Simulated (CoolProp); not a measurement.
Vapour-liquid equilibrium of n-butane (1) + acetone (2) at 11.5 bar; x and y are mole fractions of (1).

Computed with CoolProp (multi-fluid Helmholtz-energy mixture model, Bücker 2006 and Lemmon 2006; pair parameters Bell 2016).

Task: Give the bubble temperature and the first vapour's composition at x = 0.725, 0.8, 0.875. Is there an azeotrope?

Result: x = 0.725: 363.3 K, y = 0.845; x = 0.8: 361.8 K, y = 0.874; x = 0.875: 360.5 K, y = 0.911. No azeotrope shows between x = 0.05 and 0.95.

The pair parameters rest on a limited set of measurements; away from them the model extrapolates.
